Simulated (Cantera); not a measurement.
Input (Python, Cantera) and output of one run.

```python
import numpy as np
import cantera as ct

gas_names = """
    H H2 N NH NH2 NH3 N2 N2H2 N2H4 Si SiH SiH2 SiH3 SiH4 SiN Si2 Si2N Si3
""".split()
cond_names = """
    Si(cr) Si(L) Si3N4(a)
""".split()


# ... load() reads the species with a 1 bar reference pressure and builds the phases ...
atoms = {
    'SiH4': {'Si': 1, 'H': 4},
    'N2': {'N': 2},
}
top_T = {'Si3N4(a)': 2400}  # K; cautious upper limits of use, not melting points


# ... equilibrate(T, P, feed) seeds the gas with the atoms and calls Mixture.equilibrate('TP', solver="vcs", rtol=1e-11, max_steps=5000) ...
results = []
T = 1450  # K
P = 49  # Pa
for m in [0.38, 0.63, 1, 1.7, 2.7, 4.5, 7.4, 12, 20, 32]:
    feed = {'SiH4': 1, 'N2': m}  # mol
    mix = equilibrate(T, P, feed)
    results.append((T, P, feed, dict(zip(mix.species_names, mix.species_moles))))
    x = sorted(zip(gas.X, gas.species_names), reverse=True)
    print(f"T = {T:g} K  P = {P:g} Pa  n(N2) = {m:g} mol  gas = {mix.phase_moles(0):.4g} mol")
    print("   x: " + "  ".join(f"{s} {v:.3e}" for v, s in x if v > 0.0001))
    print("   condensed (mol): " + ("  ".join(f"{mix.phase(i).name} {mix.phase_moles(i):.4g}"
          for i in range(1, mix.n_phases) if mix.phase_moles(i) > 1e-12) or "none"))
```

It prints:

```
T = 1450 K  P = 49 Pa  n(N2) = 0.38 mol  gas = 2.073 mol
   x: H2 9.646e-01  N2 3.493e-02  H 4.196e-04
   condensed (mol): Si(cr) 0.5386  Si3N4(a) 0.1538
T = 1450 K  P = 49 Pa  n(N2) = 0.63 mol  gas = 2.073 mol
   x: H2 9.646e-01  N2 3.493e-02  H 4.196e-04
   condensed (mol): Si(cr) 0.1636  Si3N4(a) 0.2788
T = 1450 K  P = 49 Pa  n(N2) = 1 mol  gas = 2.334 mol
   x: H2 8.568e-01  N2 1.428e-01  H 3.955e-04
   condensed (mol): Si3N4(a) 0.3333
T = 1450 K  P = 49 Pa  n(N2) = 1.7 mol  gas = 3.034 mol
   x: H2 6.591e-01  N2 3.406e-01  H 3.468e-04
   condensed (mol): Si3N4(a) 0.3333
T = 1450 K  P = 49 Pa  n(N2) = 2.7 mol  gas = 4.034 mol
   x: N2 5.041e-01  H2 4.956e-01  H 3.008e-04
   condensed (mol): Si3N4(a) 0.3333
T = 1450 K  P = 49 Pa  n(N2) = 4.5 mol  gas = 5.834 mol
   x: N2 6.571e-01  H2 3.427e-01  H 2.501e-04
   condensed (mol): Si3N4(a) 0.3333
T = 1450 K  P = 49 Pa  n(N2) = 7.4 mol  gas = 8.734 mol
   x: N2 7.709e-01  H2 2.289e-01  H 2.044e-04
   condensed (mol): Si3N4(a) 0.3333
T = 1450 K  P = 49 Pa  n(N2) = 12 mol  gas = 13.33 mol
   x: N2 8.499e-01  H2 1.499e-01  H 1.654e-04
   condensed (mol): Si3N4(a) 0.3333
T = 1450 K  P = 49 Pa  n(N2) = 20 mol  gas = 21.33 mol
   x: N2 9.062e-01  H2 9.368e-02  H 1.308e-04
   condensed (mol): Si3N4(a) 0.3333
T = 1450 K  P = 49 Pa  n(N2) = 32 mol  gas = 33.34 mol
   x: N2 9.400e-01  H2 5.994e-02  H 1.046e-04
   condensed (mol): Si3N4(a) 0.3333
```

These are equilibrium values from Cantera (NASA tables, ideal gas, pure condensed phases), not measurements of a reactor. N2 is the only nitrogen source here; it is nearly inert below about 1500 K, so the nitride shown seldom forms there in practice. Mutual solubility and eutectic melting of coexisting phases are not modelled.
